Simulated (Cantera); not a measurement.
A closed system holds: 1 mol MgO, 4.1 mol CH₄, 0.52 mol CO, equilibrated at 2302 °C and 10.0 mbar.

Equilibrium computed with Cantera from the NASA thermochemical tables; the gas is ideal and each condensed phase is pure. Candidate condensed phases: C, C₆H₆, C₇H₈, C₈H₁₈, H₂O, Mg, MgCO₃, MgO, Mg(OH)₂; 116 gas species. The tables' values for MgH are old estimates; treat these amounts as uncertain. Rates play no part.

Base state: H₂ 0.533, H 0.253, CO 0.124, Mg 0.0813, C₂H₂ (acetylene) 0.00784, C₂H 0.000312, C₃ 0.000154, MgH 0.000122 (mole fractions); condensed: C(graphite).

### Question
What changes in the equilibrium state with this change: MgO replaced by Ta₂O₅?

### Answer
```json
[
 {"species": "H₂", "before": "0.533", "after": "0.429"},
 {"species": "CO", "before": "0.124", "after": "0.306"},
 {"species": "H", "before": "0.253", "after": "0.227"},
 {"species": "Mg", "before": "0.0813", "after": "0"},
 {"species": "TaO₂", "before": "0", "after": "0.0220"},
 {"species": "TaO", "before": "0", "after": "0.0135"},
 {"species": "C₂H₂ (acetylene)", "before": "0.00784", "after": "<1e-9"},
 {"species": "C₂H", "before": "0.000312", "after": "<1e-9"},
 {"species": "CO₂", "before": "<1e-9", "after": "0.000187"},
 {"species": "C₃", "before": "0.000154", "after": "<1e-9"},
 {"species": "C(graphite), mol", "before": "2.89", "after": "0"},
 {"species": "Ta(s), mol", "before": "0", "after": "1.46"}
]
```
Condensed phases not in the tables: Ta₂C, N, O or C dissolved in the metal. Further candidate phases: Ta, TaC, Ta₂O₅.

### Question
What changes in the equilibrium state with this change: temperature from 2302 °C to 1200 °C?

### Answer
| species | before | after |
|---|---|---|
| H₂ | 0.533 | 0.888 |
| CO | 0.124 | 0.0842 |
| Mg | 0.0813 | 0.0279 |
| H | 0.253 | 0.000119 |
| C₂H | 0.000312 | <1e-9 |
| C₃ | 0.000154 | <1e-9 |
| C₄H₂ | 4.77e-5 | <1e-9 |
| C | 4.53e-5 | <1e-9 |
| C(graphite), mol | 2.89 | 3.84 |
| MgO(s), mol | 0 | 0.742 |
